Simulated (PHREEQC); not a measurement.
**Polishing slurry liquid**

Make-up at 25 °C: 0.15 mol/kgw K2CO3 and 0.002 mol/kgw Fe(NO3)3. Closed to the air; pH follows from the charge balance.

The numbers come from PHREEQC with the ion-association model, phreeqc.dat.

Precipitation was switched off in this run.

Task: Estimate the pH, specific conductance, density.

Result: pH 11.03; specific conductance 27300 µS/cm; density 1.015 g/cm³.

Task: In which forms is C present?

Result: CO3-2 94 %, HCO3- 6.4 % of the C.

The solution is supersaturated, for example in Fe(OH)3(a), Hematite (slow to form), so a real one may precipitate; this is no full list.
